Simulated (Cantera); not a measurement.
What does this Cantera script print?

```python
import numpy as np
import cantera as ct

gas_names = [...]  # 110 gases of nasa_gas.yaml made of C, H, O
cond_names = """
    C(gr) C6H6(L) C7H8(L) C8H18(L),n-octa H2O(s) H2O(L)
""".split()


# ... load() reads the species with a 1 bar reference pressure and builds the phases ...
atoms = {
    'C3H8': {'C': 3, 'H': 8},
    'H2O': {'H': 2, 'O': 1},
    'H2': {'H': 2},
}
top_T = {'C(gr)': 4500}  # K; cautious upper limits of use, not melting points


# ... equilibrate(T, P, feed) seeds the gas with the atoms and calls Mixture.equilibrate('TP', solver="vcs", rtol=1e-11, max_steps=5000) ...
results = []
feed = {'C3H8': 1, 'H2O': 0.34, 'H2': 5.6}  # mol
P = 630  # Pa
for T in [550, 750, 950, 1150, 1350, 1550, 1750, 1950, 2150, 2350, 2550, 2750]:
    mix = equilibrate(T, P, feed)
    results.append((T, P, feed, dict(zip(mix.species_names, mix.species_moles))))
    x = sorted(zip(gas.X, gas.species_names), reverse=True)
    print(f"T = {T:g} K  P = {P:g} Pa  gas = {mix.phase_moles(0):.4g} mol")
    print("   x: " + "  ".join(f"{s} {v:.3e}" for v, s in x if v > 0.001))
    print("   condensed (mol): " + ("  ".join(f"{mix.phase(i).name} {mix.phase_moles(i):.4g}"
          for i in range(1, mix.n_phases) if mix.phase_moles(i) > 1e-12) or "none"))
```

Result:

```
T = 550 K  P = 630 Pa  gas = 6.943 mol
   x: H2 5.194e-01  CH4 4.318e-01  H2O 4.852e-02
   condensed (mol): none
T = 750 K  P = 630 Pa  gas = 9.975 mol
   x: H2 9.492e-01  CO 2.022e-02  CH4 1.813e-02  H2O 1.100e-02  CO2 1.434e-03
   condensed (mol): C(gr) 2.603
T = 950 K  P = 630 Pa  gas = 10.27 mol
   x: H2 9.659e-01  CO 3.290e-02
   condensed (mol): C(gr) 2.652
T = 1150 K  P = 630 Pa  gas = 10.28 mol
   x: H2 9.668e-01  CO 3.307e-02
   condensed (mol): C(gr) 2.659
T = 1350 K  P = 630 Pa  gas = 10.28 mol
   x: H2 9.669e-01  CO 3.307e-02
   condensed (mol): C(gr) 2.66
T = 1550 K  P = 630 Pa  gas = 10.28 mol
   x: H2 9.665e-01  CO 3.307e-02
   condensed (mol): C(gr) 2.66
T = 1750 K  P = 630 Pa  gas = 10.29 mol
   x: H2 9.640e-01  CO 3.303e-02  H 2.877e-03
   condensed (mol): C(gr) 2.658
T = 1950 K  P = 630 Pa  gas = 10.35 mol
   x: H2 9.525e-01  CO 3.284e-02  H 1.410e-02
   condensed (mol): C(gr) 2.649
T = 2150 K  P = 630 Pa  gas = 10.55 mol
   x: H2 9.152e-01  H 5.083e-02  CO 3.223e-02  C2H2,acetylene 1.773e-03
   condensed (mol): C(gr) 2.622
T = 2350 K  P = 630 Pa  gas = 11.07 mol
   x: H2 8.222e-01  H 1.425e-01  CO 3.072e-02  C2H2,acetylene 4.536e-03
   condensed (mol): C(gr) 2.558
T = 2550 K  P = 630 Pa  gas = 12.22 mol
   x: H2 6.469e-01  H 3.161e-01  CO 2.783e-02  C2H2,acetylene 8.602e-03
   condensed (mol): C(gr) 2.432
T = 2750 K  P = 630 Pa  gas = 14.27 mol
   x: H 5.508e-01  H2 4.084e-01  CO 2.382e-02  C2H2,acetylene 1.149e-02  C3 2.678e-03  C2H 1.797e-03
   condensed (mol): C(gr) 2.139
```

Cantera equilibrium calculation (NASA polynomials, part measured and part estimated; ideal gas, pure solids and liquids).
